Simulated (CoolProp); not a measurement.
Aqueous lithium chloride as a coolant, at 9 °C, 1 atm.

Model: Melinder's fits for secondary coolants, in CoolProp.

```csv
mass %,freezing point (°C),conductivity (W/(m K)),viscosity (mPa s),density (kg/m³),cp (kJ/(kg K))
4.6,-4.6,0.568,1.55,1027,3.935
7,-7.7,0.563,___,1041,___
9.4,-11.2,0.558,1.81,___,3.680
11.8,-15.6,0.553,1.98,1069,3.558
14.2,-21.5,0.548,2.17,1083,3.441
16.6,___,0.544,2.39,1097,___
19.1,-39.7,0.539,2.65,___,3.225
21.5,-51.1,0.534,2.95,1128,3.141
23.9,___,0.529,___,1143,3.081
```

### Question
What belongs in the gaps?

### Answer

- 7, viscosity (mPa s): 1.67
- 7, cp (kJ/(kg K)): 3.805
- 9.4, density (kg/m³): 1055
- 16.6, freezing point (°C): -29.4
- 16.6, cp (kJ/(kg K)): 3.330
- 19.1, density (kg/m³): 1113
- 23.9, freezing point (°C): -62.4
- 23.9, viscosity (mPa s): 3.31
